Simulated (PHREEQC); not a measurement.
Consider water at 25 °C with 1.7 mmol/kgw HF and 48 mmol/kgw H2SiF6. Closed to the air; pH follows from the charge balance.

All values are PHREEQC results (ion-association model, phreeqc.dat), not measurements.

| quantity | before | after |
|---|---|---|
| pH | 1.12 | 3.11 |
| ionic strength (mol/kgw) | 0.141 | 0.000800 |
| HF (mol/kgw) | 0.00876 | 0.000897 |
| F- (mol/kgw) | 0.000108 | 0.000797 |
| HF2- (mol/kgw) | 3.61e-6 | 2.74e-6 |

Problem. What was changed between the two runs?
(A) diluted 100-fold with water
(B) H2SiF6 left out
(C) diluted 2-fold with water
(D) temperature from 25 to 60 °C
(E) HF left out

Solution. B, H2SiF6 left out

Precipitation was switched off in this run. Some of these states are supersaturated (in Quartz (slow to form), Chalcedony (slow to form), for instance). SiF6-2 is the database's only silicon fluoride.
